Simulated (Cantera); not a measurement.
A perfectly stirred reactor is fed with 1.66 % CH4, 1.66 % C2H6, 20.3 % O2, 76.4 % N2, at 5.60 bar; it is adiabatic with a 775 K inlet, and is followed from long to short residence time, starting on the burning branch (τ in s: 0.039, 0.023, 0.013, 0.0077, 0.0045, 0.0026, 0.0015, 0.00088, 0.00051, 0.0003, 0.00017, 0.0001, 5.8e-05).

Model: GRI-Mech 3.0 (53 species, 325 reactions), integrated in Cantera.

### Question
Predict: blow-out, bracketed by the residence times tried; x(CH4) at τ = 39.0 ms; x(C2H6) at τ = 39.0 ms; x(O2) at τ = 39.0 ms; x(H2O) at τ = 39.0 ms; x(CO2) at τ = 39.0 ms; x(CH4) at τ = 1.50 ms; x(C2H6) at τ = 1.50 ms; x(O2) at τ = 1.50 ms; x(H2O) at τ = 1.50 ms; x(CO2) at τ = 1.50 ms.

### Answer
```json
{
 "blow_out_bracketed_by_the_residence_times_tried": "burning at 0.100 ms, out at 58.0 µs",
 "x(CH4) at τ = 39.0 ms": "3.49e-6",
 "x(C2H6) at τ = 39.0 ms": "7.67e-7",
 "x(O2) at τ = 39.0 ms": "0.110",
 "x(H2O) at τ = 39.0 ms": "0.0821",
 "x(CO2) at τ = 39.0 ms": "0.0492",
 "x(CH4) at τ = 1.50 ms": "3.15e-5",
 "x(C2H6) at τ = 1.50 ms": "8.03e-6",
 "x(O2) at τ = 1.50 ms": "0.111",
 "x(H2O) at τ = 1.50 ms": "0.0813",
 "x(CO2) at τ = 1.50 ms": "0.0476"
}
```
